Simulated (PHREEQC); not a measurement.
Acid mine or pickling water

Synthetic water in mg/kgw, 79 °C, pH 2.62, pe 11.9:

```tsv
constituent	mg/kgw
Na	35.1
K	0.01
Ca	145
Mg	18.4
Cl	58
S(6) as SO4	645
Zn	20.1
Mn(2)	0.0922
Si as SiO2	0.0789
B	0.179
```

Cl is adjusted to close the charge balance.
Valence states are taken as typed.

Equilibrium calculation in PHREEQC: ion-association model, wateq4f.dat.

No solid was allowed to form.

Problem. What ionic strength does the model give?

Solution. ionic strength 0.0176 mol/kgw.

Problem. In which forms is Ca present?

Solution. Ca+2 75 %, CaSO4 24 %, CaHSO4+ 1.0 % of the Ca.

Species that the database lacks are ignored. At this temperature some constants are extrapolated from 25 °C, and those without enthalpy data are left unchanged.
